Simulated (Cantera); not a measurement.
A freely propagating, adiabatic, planar premixed flame of 6.13 % CH₄, 0.798 % H₂, 17.6 % O₂, 75.5 % N₂, equivalence ratio 0.72, unburnt at 425 K and 1.80 bar; mixture-averaged transport, grid criteria slope 0.08 and curve 0.16, no radiation.

Model: GRI-Mech 3.0 (53 species, 325 reactions), integrated in Cantera. Burning velocities carry a grid error of a few per cent, more on coarse grids.

x: mole fraction of selected species; z is measured from the peak of heat release.

```csv
z (mm),T (K),u (m/s),x CH₄,x H₂,x O₂,x CH₂CO,x NO,x CH₃
-1.28,426,0.249,0.0613,0.00781,0.176,<1e-8,<1e-8,<1e-8
-0.851,433,0.254,0.0609,0.00753,0.176,3.83e-8,<1e-8,…
-0.638,452,0.265,0.0599,0.00725,0.174,2.13e-7,<1e-8,…
-0.426,544,0.320,0.0551,0.00678,0.168,1.88e-6,3.69e-8,…
-0.213,904,0.534,0.0364,0.00615,0.138,1.71e-5,5.38e-7,…
-0.106,1230,0.728,0.0193,0.00579,0.107,4.29e-5,1.33e-6,…
0,1547,0.916,0.00360,0.00454,0.0740,4.09e-5,2.37e-6,…
0.106,1679,0.990,0.000125,0.00249,0.0585,2.80e-6,3.49e-6,…
0.213,1734,1.02,2.78e-6,0.00171,0.0542,6.68e-8,4.27e-6,…
0.426,1790,1.05,<1e-8,0.00106,0.0516,<1e-8,5.16e-6,<1e-8
0.851,1828,1.07,<1e-8,0.000448,0.0504,<1e-8,5.92e-6,<1e-8
1.70,1845,1.08,<1e-8,0.000140,0.0501,<1e-8,6.39e-6,<1e-8
3.40,1850,1.08,<1e-8,5.19e-5,0.0500,<1e-8,6.68e-6,<1e-8
```

### Question
Some entries are withheld; supply them.

### Answer

- -0.851, x CH₃: 1.20e-8
- -0.638, x CH₃: 5.05e-8
- -0.426, x CH₃: 5.67e-7
- -0.213, x CH₃: 4.54e-5
- -0.106, x CH₃: 0.000340
- 0, x CH₃: 0.000406
- 0.106, x CH₃: 2.15e-5
- 0.213, x CH₃: 5.59e-7
